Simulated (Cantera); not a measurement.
Pb + O2 + N2 (metals in furnace atmospheres)

Input: 1 mol Pb, 0.0027 mol O2, a varied amount of N2, equilibrated at 1775 °C and 1.90 bar.

Method: chemical equilibrium by Gibbs-energy minimisation in Cantera with the NASA 1993 tables (ideal gas, pure condensed phases). Candidate condensed phases: Pb, PbO, PbO2, Pb3O4; 12 gas species. Gases not in the tables: (PbO)n polymers. Rates play no part.

From 2 mol N2 to 210 mol N2 nothing is condensed.

```
n(N2) (mol)  log p N2  log p Pb  log p PbO  log p Pb2  log p NO  log p O  log p O2  log p N
-----------  --------  --------  ---------  ---------  --------  -------  --------  -------
2                0.10     -0.20      -2.47      -2.76     -5.00    -6.40     -6.77    -8.70
3.6              0.17     -0.39      -2.65      -3.13     -4.97    -6.40     -6.77    -8.66
6.4              0.22     -0.59      -2.86      -3.54     -4.95    -6.40     -6.77    -8.64
11               0.24     -0.80      -3.07      -3.96     -4.94    -6.41     -6.78    -8.63
20               0.26     -1.05      -3.32      -4.44     -4.93    -6.41     -6.79    -8.62
37               0.27     -1.30      -3.59      -4.96     -4.94    -6.42     -6.81    -8.62
66               0.27     -1.55      -3.85      -5.45     -4.95    -6.44     -6.84    -8.61
120              0.28     -1.81      -4.13      -5.96     -4.98    -6.46     -6.89    -8.61
210              0.28     -2.05      -4.41      -6.45     -5.02    -6.50     -6.97    -8.61
```
log p: log10 of the partial pressure in bar; nothing condenses.
